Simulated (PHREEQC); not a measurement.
**Leach liquor: an equilibrium model**

Solution (25 °C): 1.3 mmol/kgw H2SO4, 0.89 mmol/kgw Li2SO4 and 0.6 mmol/kgw Fe2(SO4)3. Closed to the air; pH follows from the charge balance.

Computed with PHREEQC (ion-association model, phreeqc.dat).

Each row changes one thing in this solution. This is a speciation only: nothing precipitates in the calculation.

```json
[
 {"case": "as made", "pH": "2.66", "ionic strength (mol/kgw)": "0.00875", "SO4-2 (mol/kgw)": "0.00261", "HSO4- (mol/kgw)": "0.000419", "FeOH+2 (mol/kgw)": "0.000175", "Fe+3 (mol/kgw)": "8.81e-5", "SI of Fe(OH)3(a) (Fe(OH)3)": "-1.31", "SI of Goethite (FeOOH)": "+4.58"},
 {"case": "Li2SO4 from 0.00089 to 0.0089 mol/kgw", "pH": "?", "ionic strength (mol/kgw)": "0.0304", "SO4-2 (mol/kgw)": "0.00957", "HSO4- (mol/kgw)": "0.000917", "FeOH+2 (mol/kgw)": "0.000109", "Fe+3 (mol/kgw)": "4.77e-5", "SI of Fe(OH)3(a) (Fe(OH)3)": "-1.34", "SI of Goethite (FeOOH)": "+4.55"},
 {"case": "0.00045 mol/kgw Cd(NO3)2 added", "pH": "2.66", "ionic strength (mol/kgw)": "0.00976", "SO4-2 (mol/kgw)": "0.00253", "HSO4- (mol/kgw)": "0.000403", "FeOH+2 (mol/kgw)": "0.000182", "Fe+3 (mol/kgw)": "9.40e-5", "SI of Fe(OH)3(a) (Fe(OH)3)": "-1.30", "SI of Goethite (FeOOH)": "+4.59"},
 {"case": "Li2SO4 from 0.00089 to 0.00133 mol/kgw", "pH": "?", "ionic strength (mol/kgw)": "0.00989", "SO4-2 (mol/kgw)": "0.00298", "HSO4- (mol/kgw)": "0.000459", "FeOH+2 (mol/kgw)": "0.000165", "Fe+3 (mol/kgw)": "8.25e-5", "SI of Fe(OH)3(a) (Fe(OH)3)": "-1.32", "SI of Goethite (FeOOH)": "+4.57"},
 {"case": "0.0014 mol/kgw HCl added", "pH": "?", "ionic strength (mol/kgw)": "0.00976", "SO4-2 (mol/kgw)": "0.00243", "HSO4- (mol/kgw)": "0.000572", "FeOH+2 (mol/kgw)": "0.000135", "Fe+3 (mol/kgw)": "0.000103", "SI of Fe(OH)3(a) (Fe(OH)3)": "-1.77", "SI of Goethite (FeOOH)": "+4.12"},
 {"case": "Li2SO4 left out", "pH": "?", "ionic strength (mol/kgw)": "0.00652", "SO4-2 (mol/kgw)": "0.00188", "HSO4- (mol/kgw)": "0.000331", "FeOH+2 (mol/kgw)": "0.000202", "Fe+3 (mol/kgw)": "0.000104", "SI of Fe(OH)3(a) (Fe(OH)3)": "-1.27", "SI of Goethite (FeOOH)": "+4.62"}
]
```

Fill in the missing entries.


- Li2SO4 from 0.00089 to 0.0089 mol/kgw, pH: 2.80
- Li2SO4 from 0.00089 to 0.00133 mol/kgw, pH: 2.67
- 0.0014 mol/kgw HCl added, pH: 2.49
- Li2SO4 left out, pH: 2.63

Some of these states are supersaturated (in Hematite (slow to form), Goethite (slow to form), for instance).
